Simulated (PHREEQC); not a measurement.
# Phosphoric acid bath

Consider water at 25 °C with 0.02 mol/kgw H3PO4 and 4.1e-05 mol/kgw K2HPO4. Closed to the air; pH follows from the charge balance.

Computed with PHREEQC (ion-association model, wateq4f.dat).

Each row changes one thing in this solution. No solid was allowed to form.

```csv
case,pH,ionic strength (mol/kgw),H3PO4 (mol/kgw),H2PO4- (mol/kgw),HPO4-2 (mol/kgw)
as made,2.07,0.00939,0.0107,0.00938,9.19e-8
K2HPO4 replaced by K2SiO3 at the same molality,2.07,0.00937,0.0106,0.00937,9.19e-8
K2HPO4 from 4.1e-05 to 8.2e-06 mol/kgw,2.07,0.00935,0.0107,0.00935,9.12e-8
H3PO4 replaced by (NH4)2HPO4 at the same molality,7.98,0.0567,2.13e-9,0.00169,0.0183
0.0034 mol/kgw (NH4)2SO4 added,2.11,0.0177,0.0101,0.00996,1.16e-7
H3PO4 from 0.02 to 0.01 mol/kgw,2.27,0.00582,0.00422,0.00582,8.61e-8
diluted 100-fold with water,3.72,0.000195,5.40e-6,0.000195,6.64e-8
temperature from 25 to 55 °C,2.12,0.00836,0.0117,0.00836,1.08e-7
```

H3PO4, which wateq4f.dat lacks, is added to it with the constant of phreeqc.dat. At this temperature some constants are extrapolated from 25 °C, and those without enthalpy data are left unchanged.
